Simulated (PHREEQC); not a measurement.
Make-up at 25 °C: 0.0029 mol/kgw FeCl3, 3.2e-05 mol/kgw MgSO4, 0.00047 mol/kgw HCl and 0.0062 mol/kgw Na2SO4. Closed to the air; pH follows from the charge balance.

Model: ion-association model, phreeqc.dat, run in PHREEQC.

This is a speciation only: nothing precipitates in the calculation.

Question: What pH does the model give?

Answer: pH 2.97.

Question: In which forms is Fe present?

Answer: FeSO4+ 59 %, FeOH+2 23 %, Fe+3 6.4 %, Fe(OH)2+ 4.6 %, Fe(SO4)2- 2.9 %, Fe2(OH)2+4 2.7 % of the Fe.

Examples of supersaturated solids here: Hematite (slow to form), Goethite (slow to form). Others may be too. Complexes and solids missing from the database can't appear.
